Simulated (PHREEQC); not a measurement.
1 kg of water holding 0.069 mol SrCl2, 0.12 mol NaCl, 0.26 mol KCl and 0.0034 mol CaCl2 is evaporated at 25 °C; the solids stay in contact with the brine. The system is closed to CO2. Solids allowed: Halite, Portlandite, Sylvite. Others were left out.

Model: Pitzer model, pitzer.dat, run in PHREEQC.

```json
[
 {"water left (kg)": "1", "ionic strength": "0.597", "water activity": "0.984", "Sylvite (mol)": "0", "Halite (mol)": "0", "Ca in solution (mol/kgw)": "0.00340", "Sr in solution (mol/kgw)": "0.0690", "Na in solution (mol/kgw)": "0.120"},
 {"water left (kg)": "0.8219", "ionic strength": "0.727", "water activity": "0.981", "Sylvite (mol)": "0", "Halite (mol)": "0", "Ca in solution (mol/kgw)": "0.00414", "Sr in solution (mol/kgw)": "0.0840", "Na in solution (mol/kgw)": "0.146"},
 {"water left (kg)": "0.5552", "ionic strength": "1.08", "water activity": "0.972", "Sylvite (mol)": "0", "Halite (mol)": "0", "Ca in solution (mol/kgw)": "0.00612", "Sr in solution (mol/kgw)": "0.124", "Na in solution (mol/kgw)": "0.216"},
 {"water left (kg)": "0.4563", "ionic strength": "1.31", "water activity": "0.965", "Sylvite (mol)": "0", "Halite (mol)": "0", "Ca in solution (mol/kgw)": "0.00745", "Sr in solution (mol/kgw)": "0.151", "Na in solution (mol/kgw)": "0.263"},
 {"water left (kg)": "0.375", "ionic strength": "1.59", "water activity": "0.958", "Sylvite (mol)": "0", "Halite (mol)": "0", "Ca in solution (mol/kgw)": "0.00907", "Sr in solution (mol/kgw)": "0.184", "Na in solution (mol/kgw)": "0.320"},
 {"water left (kg)": "0.3082", "ionic strength": "1.94", "water activity": "0.948", "Sylvite (mol)": "0", "Halite (mol)": "0", "Ca in solution (mol/kgw)": "0.0110", "Sr in solution (mol/kgw)": "0.224", "Na in solution (mol/kgw)": "0.389"},
 {"water left (kg)": "0.2082", "ionic strength": "2.87", "water activity": "0.921", "Sylvite (mol)": "0", "Halite (mol)": "0", "Ca in solution (mol/kgw)": "0.0163", "Sr in solution (mol/kgw)": "0.331", "Na in solution (mol/kgw)": "0.576"},
 {"water left (kg)": "0.1711", "ionic strength": "3.49", "water activity": "0.902", "Sylvite (mol)": "0", "Halite (mol)": "0", "Ca in solution (mol/kgw)": "0.0199", "Sr in solution (mol/kgw)": "0.403", "Na in solution (mol/kgw)": "0.701"},
 {"water left (kg)": "0.1407", "ionic strength": "4.25", "water activity": "0.877", "Sylvite (mol)": "0", "Halite (mol)": "0", "Ca in solution (mol/kgw)": "0.0242", "Sr in solution (mol/kgw)": "0.491", "Na in solution (mol/kgw)": "0.853"},
 {"water left (kg)": "0.1156", "ionic strength": "5.17", "water activity": "0.846", "Sylvite (mol)": "0", "Halite (mol)": "0", "Ca in solution (mol/kgw)": "0.0294", "Sr in solution (mol/kgw)": "0.597", "Na in solution (mol/kgw)": "1.04"},
 {"water left (kg)": "0.07809", "ionic strength": "6.95", "water activity": "0.783", "Sylvite (mol)": "0.0545", "Halite (mol)": "0", "Ca in solution (mol/kgw)": "0.0435", "Sr in solution (mol/kgw)": "0.884", "Na in solution (mol/kgw)": "1.54"},
 {"water left (kg)": "0.06418", "ionic strength": "7.51", "water activity": "0.763", "Sylvite (mol)": "0.115", "Halite (mol)": "0", "Ca in solution (mol/kgw)": "0.0530", "Sr in solution (mol/kgw)": "1.08", "Na in solution (mol/kgw)": "1.87"},
 {"water left (kg)": "0.05275", "ionic strength": "8.24", "water activity": "0.735", "Sylvite (mol)": "0.163", "Halite (mol)": "0", "Ca in solution (mol/kgw)": "0.0644", "Sr in solution (mol/kgw)": "1.31", "Na in solution (mol/kgw)": "2.27"},
 {"water left (kg)": "0.04335", "ionic strength": "9.20", "water activity": "0.696", "Sylvite (mol)": "0.198", "Halite (mol)": "0", "Ca in solution (mol/kgw)": "0.0784", "Sr in solution (mol/kgw)": "1.59", "Na in solution (mol/kgw)": "2.77"},
 {"water left (kg)": "0.0293", "ionic strength": "10.5", "water activity": "0.663", "Sylvite (mol)": "0.229", "Halite (mol)": "0.0599", "Ca in solution (mol/kgw)": "0.116", "Sr in solution (mol/kgw)": "2.36", "Na in solution (mol/kgw)": "2.05"},
 {"water left (kg)": "0.02407", "ionic strength": "11.4", "water activity": "0.639", "Sylvite (mol)": "0.239", "Halite (mol)": "0.0826", "Ca in solution (mol/kgw)": "0.141", "Sr in solution (mol/kgw)": "2.87", "Na in solution (mol/kgw)": "1.55"}
]
```

Sylvite from water left = 0.07809 kg; Halite from water left = 0.03564 kg.
